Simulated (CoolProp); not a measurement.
The fluid at 298.15 K and 0.0166 MPa expands adiabatically to 0.0012 MPa with isentropic efficiency 1. The same conditions are run with several fluids, on thermodynamics alone (safety and materials aside).

Values from CoolProp's reference Helmholtz-energy equation of state of each fluid (R123: Younglove 1994; CH2F2 (R32): Tillner-Roth 1997; dry air: Lemmon 2000). Blends and air are pseudo-pure fits.

Rank R123, CH2F2 (R32), dry air by work (kJ/kg), highest first.

dry air (158), CH2F2 (R32) (96.2), R123 (38.0)

```json
[
 {"fluid": "R123", "final temperature (K)": "237.3", "final density (kg/m³)": "0.0931"},
 {"fluid": "CH2F2 (R32)", "final temperature (K)": "168.8", "final density (kg/m³)": "0.0446"},
 {"fluid": "dry air", "final temperature (K)": "140.5", "final density (kg/m³)": "0.0297"}
]
```
